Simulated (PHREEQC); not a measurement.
K2CO3 is added in steps, without added water, to 1 kg of water holding 1.6 mmol/kgw NiCl2 and 5.1 mmol/kgw NaCl, at 25 °C. O2 is buffered at 0.21 atm. The system is closed to CO2. The run lets Ni(OH)2, NiCO3, Halite, Nahcolite, Natron precipitate or redissolve, and no other solid.

Base run: PHREEQC, ion-association model, wateq4f.dat. Each further column changes one thing. The table gives Ni+2 (mol/kgw).

```tsv
K2CO3 added (mol)	base	metal-ligand complexes left out	all activity coefficients set to 1	Debye-Hückel limiting law	Davies equation for every ion
0	0.00158	0.00160	0.00157	0.00158	0.00158
0.000525	0.00113	…	0.00110	0.00113	0.00113
0.001225	0.000577	0.000887	0.000536	0.000583	0.000577
0.00175	0.000247	0.000604	0.000202	…	0.000248
0.00245	3.11e-5	0.000260	1.84e-5	3.34e-5	3.12e-5
0.002975	2.03e-6	…	1.02e-6	…	2.04e-6
0.003675	2.02e-8	2.16e-8	7.34e-9	2.44e-8	2.07e-8
0.0042	5.43e-9	5.27e-9	1.85e-9	…	5.56e-9
```

Question: Fill in the missing entries.

Answer: 
- 0.000525, metal-ligand complexes left out: 0.00129
- 0.00175, Debye-Hückel limiting law: 0.000254
- 0.002975, metal-ligand complexes left out: 5.10e-5
- 0.002975, Debye-Hückel limiting law: 2.25e-6
- 0.0042, Debye-Hückel limiting law: 6.70e-9

The database's nickel carbonate constants are estimates that later reviews lower a good deal. The database's Ni(OH)2 is the aged solid; a fresh precipitate is more soluble.
